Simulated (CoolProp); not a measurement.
Saturated liquid density (kg/m³) of ethylene: the reference equation beside estimates from Tc = 9.2 °C, pc = 5.042 MPa, ω = 0.087.

Values from CoolProp's reference Helmholtz-energy equation of state, Smukala 2000.

```tsv
T (°C)	reference	van der Waals	Redlich-Kwong	Soave-Redlich-Kwong	Peng-Robinson
-68.85	___	___	485.7	489.4	554.5
-59.25	497.7	325.6	465.9	470.3	533.2
-49.75	___	313.8	444.6	449.6	509.8
-40.25	461.4	300.9	421.4	426.7	483.8
-30.75	440.6	286.6	395.6	___	454.5
-21.25	417.0	270.4	366.6	372.0	___
-11.75	388.9	251.4	332.8	337.8	380.8
-2.15	351.8	___	290.2	294.2	329.4
```

Q: Some entries are withheld; supply them.

A: 
- -68.85, reference: 514.2
- -68.85, van der Waals: 336.7
- -49.75, reference: 480.3
- -30.75, Soave-Redlich-Kwong: 401.1
- -21.25, Peng-Robinson: 420.8
- -2.15, van der Waals: 227.0

Absolute difference from the reference over all 8 rows, mean and median: van der Waals 34.9 and 34.9 %, Redlich-Kwong 10.3 and 9.4 %, Soave-Redlich-Kwong 9.2 and 8.2 %, Peng-Robinson 4.8 and 5.5 %.
